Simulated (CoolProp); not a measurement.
A simple Rankine cycle with cyclopropane: condensing at 288.15 K, boiler at 2.66 MPa, turbine inlet 472 K, turbine efficiency 0.85, pump efficiency 0.7, no recuperator. Each further row changes one setting.

The numbers come from the reference Helmholtz-energy equation of state, Polt 1992 in CoolProp. This equation is an older, rougher fit; its heat capacities, sound speeds and derivatives of the liquid may be far off and weren't checked against measurements.

```
case                             thermal efficiency (%)  net work (kJ/kg)  heat in (kJ/kg)  turbine exit temperature (K)  volume ratio over the turbine
-------------------------------  ----------------------  ----------------  ---------------  ----------------------------  -----------------------------
as stated                                          14.3               103              723                         408.3                           4.53
condensing temperature 280.15 K                    16.0               118              742                         399.2                           5.66
boiler pressure 1.86 MPa                           11.4              83.8              734                         423.7                           3.19
turbine efficiency 0.75                            12.5              90.6              723                         414.9                           4.61
```
